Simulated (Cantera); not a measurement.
Charge: 1 mol BN, 1.6 mol O2, 4.5 mol N2, equilibrated at 0.133 bar.

Method: chemical equilibrium by Gibbs-energy minimisation in Cantera with the NASA 1993 tables (ideal gas, pure condensed phases). Candidate condensed phases: B, BN, B2O3; 17 gas species. Rates play no part. All values below are at 1825 K.

Base state: N2 0.820, O2 0.137, B2O3 0.0362, NO 0.00372, BO2 0.00313, O 0.000156 (mole fractions); condensed: B2O3(l).

Question: What changes in the equilibrium state with this change: BN replaced by Si3N4?

Answer: 
```json
[
 {"species": "N2", "before": "0.820", "after": "0.960"},
 {"species": "SiO", "before": "0", "after": "0.0403"},
 {"species": "NO", "before": "0.00372", "after": "1.33e-9"},
 {"species": "O2", "before": "0.137", "after": "<1e-9"},
 {"species": "B2O3", "before": "0.0362", "after": "0"},
 {"species": "BO2", "before": "0.00313", "after": "0"},
 {"species": "O", "before": "0.000156", "after": "<1e-9"},
 {"species": "B2O3(l), mol", "before": "0.270", "after": "0"},
 {"species": "SiO2(condensed), mol", "before": "0", "after": "1.05"},
 {"species": "Si2N2O(s), mol", "before": "0", "after": "0.854"}
]
```
Mutual solubility and eutectic melting of coexisting phases are not modelled. The tables hold silica as quartz up to 1696 K and as liquid above; real silica turns to tridymite and cristobalite and melts near 1996 K. Further candidate phases: Si, SiO2, Si2N2O, Si3N4.
